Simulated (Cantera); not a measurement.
Input (Python, Cantera):

```python
import numpy as np
import cantera as ct

gas = ct.Solution("gri30.yaml")


def delay(T, t_max=10):
    gas.TPX = T, 2000000, {'CH4': 1, 'CO': 0.96, 'O2': 1.46, 'N2': 5.98, 'H2O': 0.75}
    reactor = ct.IdealGasReactor(gas, clone=False)
    net = ct.ReactorNet([reactor])
    net.rtol, net.atol = 1e-8, 1e-16
    while net.time < t_max:
        t_old, T_old = net.time, reactor.T
        net.step()
        if reactor.T > T + 400:  # ignition: a rise of 400 K
            return t_old + (T + 400 - T_old) / (reactor.T - T_old) * (net.time - t_old)
    return np.nan


taus = []
for T in [1200, 1300, 1400, 1500, 1600, 1700, 1800, 1900, 2000]:
    taus.append(delay(T))
    print(f"T0 = {T:6g} K   tau = {taus[-1]:.4e} s")
```

It prints:

```
T0 =   1200 K   tau = 7.0284e-03 s
T0 =   1300 K   tau = 1.8061e-03 s
T0 =   1400 K   tau = 5.4320e-04 s
T0 =   1500 K   tau = 1.8308e-04 s
T0 =   1600 K   tau = 6.7496e-05 s
T0 =   1700 K   tau = 2.7062e-05 s
T0 =   1800 K   tau = 1.1864e-05 s
T0 =   1900 K   tau = 5.7182e-06 s
T0 =   2000 K   tau = 3.0246e-06 s
```

Detailed kinetics in Cantera: GRI-Mech 3.0 (53 species, 325 reactions). The pressure lies above the range GRI-Mech 3.0 was tuned for (to about 10 atm).
